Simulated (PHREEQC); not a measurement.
Make-up at 90 °C: 5.3 mmol/kgw PbCl2 and 120 mmol/kgw HNO3. Closed to the air; pH follows from the charge balance.

The numbers come from PHREEQC with the ion-association model, phreeqc.dat.

The ionic strength comes out as 0.131 mol/kgw. What activity coefficients do Pb+2, H+, PbCl+, NO3-, Cl- get?

Pb+2 0.30, H+ 0.79, PbCl+ 0.74, NO3- 0.70, Cl- 0.72.

Precipitation was switched off in this run. Away from 25 °C the constants follow the database's enthalpies or fits; those with neither stay at their 25 °C values.
